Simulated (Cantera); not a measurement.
# Equilibrium for hydrogen reduction and annealing atmospheres: FeS + H2

Input: 1 mol FeS, 600 mol H2, at 2023 K and 0.133 bar.

Method: chemical equilibrium by Gibbs-energy minimisation in Cantera with the NASA 1993 tables (ideal gas, pure condensed phases). Candidate condensed phases: Fe, FeS, FeS2, S; 8 gas species. Rates play no part.

* **x(H2)**: 0.992
* **x(H)**: 0.00518
* **x(Fe)**: 0.00166
* **x(H2S)**: 0.00112
* **x(SH)**: 0.000418
* **x(S)**: 5.65e-5
* **x(S2)**: 3.12e-5
* **gas amount**: 602.7 mol
* **log10 activity of Fe(l) (absent)**: -0.33
* **log10 activity of S(l) (absent)**: -4.28
